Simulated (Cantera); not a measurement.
A closed system holds: 1 mol Zr, 6.3 mol N2, equilibrated at 1102 °C and 0.0610 bar.

Equilibrium computed with Cantera from the NASA thermochemical tables; the gas is ideal and each condensed phase is pure. Candidate condensed phases: Zr, ZrN; 4 gas species. ZrN: taken at fixed stoichiometry. Equilibrium is a limit: real reactors are often held back by kinetics, nucleation or transport.

Base state: N2 1.00 (mole fractions); condensed: ZrN(s).

### Question
What changes in the equilibrium state with this change: Zr replaced by V?

### Answer
```tsv
species	before	after
N2	1.00	1.00
ZrN(s), mol	1.00	0
VN(s), mol	0	1.00
```
VN: taken at fixed stoichiometry. Condensed phases not in the tables: V2N. Further candidate phases: V, VN.
